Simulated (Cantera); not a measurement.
Input: 1 mol Pb, 13 mol NH₃, 1.1 mol H₂, equilibrated at 1023 K and 1200 Torr.

These are equilibrium values from Cantera (NASA tables, ideal gas, pure condensed phases), not measurements of a reactor. Candidate condensed phases: Pb; 11 gas species. Kinetics and transport are ignored.

### Question
What is the equilibrium state?

### Answer
```json
{
 "x(H₂)": "0.760",
 "x(N₂)": "0.240",
 "x(NH₃)": "0.000260",
 "x(Pb)": "1.67e-5",
 "n(Pb(l))": "1.000 mol",
 "gas_amount": "27.09 mol"
}
```
